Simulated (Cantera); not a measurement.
Charge: 1 mol Cu2O, 4.7 mol C, 0.11 mol CO, held at 5.20 bar.

Method: chemical equilibrium by Gibbs-energy minimisation in Cantera with the NASA 1993 tables (ideal gas, pure condensed phases). Candidate condensed phases: C, Cu, CuO, Cu2O; 15 gas species. Kinetics and transport are ignored.

Task: Which condensed phases are stable at each of these points (T (K)): 873, 1073, 1273, 1473, 1673, 1873, 2073, 2273, 2473, 2673?

Result: 
```
T (K)     condensed phases  Cu condensed (%)
-----  -------------------  ----------------
873    C(graphite) + Cu(s)             100.0
1073   C(graphite) + Cu(s)             100.0
1273   C(graphite) + Cu(s)             100.0
1473   C(graphite) + Cu(l)             100.0
1673   C(graphite) + Cu(l)             100.0
1873   C(graphite) + Cu(l)             100.0
2073   C(graphite) + Cu(l)              99.9
2273   C(graphite) + Cu(l)              99.6
2473   C(graphite) + Cu(l)              98.3
2673   C(graphite) + Cu(l)              94.6
```

From 873 K to 1273 K the condensed part is C(graphite) + Cu(s). From 1473 K to 2673 K the condensed part is C(graphite) + Cu(l).
